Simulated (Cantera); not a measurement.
Adiabatic ignition

An adiabatic, constant-volume homogeneous reactor starts with CH4 : O2 : N2 = 1 : 5.88 : 30 (molar parts), at 1725 K and 7500 Torr.

Detailed kinetics in Cantera: GRI-Mech 3.0 (53 species, 325 reactions).

| t (s) | T (K) | P (bar) | x CH4 | x O2 | x HCN | x OH | x NO |
|---|---|---|---|---|---|---|---|
| 2.00e-6 | 1725 | 10.00 | 0.0271 | 0.159 | <1e-12 | 6.23e-7 | 1.26e-12 |
| 5.35e-6 | 1725 | 10.00 | 0.0270 | 0.159 | <1e-12 | 1.84e-6 | 7.04e-12 |
| 1.43e-5 | 1728 | 10.0 | 0.0260 | 0.159 | 5.10e-12 | 1.34e-5 | 8.43e-11 |
| 3.82e-5 | 2396 | 13.9 | <1e-12 | 0.104 | 4.74e-12 | 0.00502 | 5.20e-5 |
| 0.000102 | 2433 | 14.1 | <1e-12 | 0.104 | <1e-12 | 0.00365 | 0.000197 |
| 0.000273 | 2432 | 14.1 | <1e-12 | 0.104 | <1e-12 | 0.00364 | 0.000549 |
| 0.000731 | 2430 | 14.1 | <1e-12 | 0.103 | <1e-12 | 0.00361 | 0.00145 |
| 0.00196 | 2424 | 14.1 | <1e-12 | 0.102 | <1e-12 | 0.00353 | 0.00356 |
| 0.00523 | 2413 | 14.0 | <1e-12 | 0.100 | <1e-12 | 0.00340 | 0.00750 |
| 0.0140 | 2402 | 13.9 | <1e-12 | 0.0983 | <1e-12 | 0.00326 | 0.0117 |
| 0.0374 | 2398 | 13.9 | <1e-12 | 0.0976 | <1e-12 | 0.00322 | 0.0132 |
| 0.100 | 2398 | 13.9 | <1e-12 | 0.0976 | <1e-12 | 0.00322 | 0.0132 |
x: mole fraction; the columns are a selection and need not sum to one.

time of steepest temperature rise: 27.8 µs
temperature at 0.100 s: 2398 K
equilibrium temperature: 2398 K
x(CH4) at 0.100 s: <1e-12 (gas-phase equilibrium <1e-12)
x(O2) at 0.100 s: 0.0976 (gas-phase equilibrium 0.0976)
x(HCN) at 0.100 s: <1e-12 (gas-phase equilibrium <1e-12)
